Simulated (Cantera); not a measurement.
Feed: 1 mol MgSO4, 6.1 mol H2O, 1.3 mol O2, at 1198 K and 80.0 mbar.

Method: chemical equilibrium by Gibbs-energy minimisation in Cantera with the NASA 1993 tables (ideal gas, pure condensed phases). Candidate condensed phases: H2O, H2SO4, Mg, MgO, Mg(OH)2, MgS, MgSO4, S; 26 gas species. Rates play no part.

Base state: H2O 0.687, O2 0.201, SO2 0.109, SO3 0.00361, OH 1.42e-5 (mole fractions); condensed: MgO(s).

Question: What changes in the equilibrium state with this change: temperature from 1198 K to 1573.15 K?

Answer: 
```json
[
 {"species": "H2O", "before": "0.687", "after": "0.685"},
 {"species": "O2", "before": "0.201", "after": "0.202"},
 {"species": "SO2", "before": "0.109", "after": "0.112"},
 {"species": "SO3", "before": "0.00361", "after": "0.000373"},
 {"species": "O", "before": "3.81e-8", "after": "1.66e-5"},
 {"species": "H2", "before": "6.60e-8", "after": "2.59e-5"},
 {"species": "OH", "before": "1.42e-5", "after": "0.000700"},
 {"species": "MgO(s), mol", "before": "1.00", "after": "1.000"}
]
```
